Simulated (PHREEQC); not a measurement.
# Polishing slurry liquid: speciation

Dissolve 5.6 mmol/kgw HNO3, 0.0011 mmol/kgw H4SiO4 and 0.053 mmol/kgw KH2PO4 at 33 °C. Closed to the air; pH follows from the charge balance.

Computed with PHREEQC (ion-association model, phreeqc.dat).

This is a speciation only: nothing precipitates in the calculation.

Q: Predict the pH, specific conductance.

A: pH 2.29; specific conductance 2650 µS/cm.

Q: In which forms is P present?

A: H2PO4- 56 %, H3PO4 44 % of the P.

Complexes and solids missing from the database can't appear.
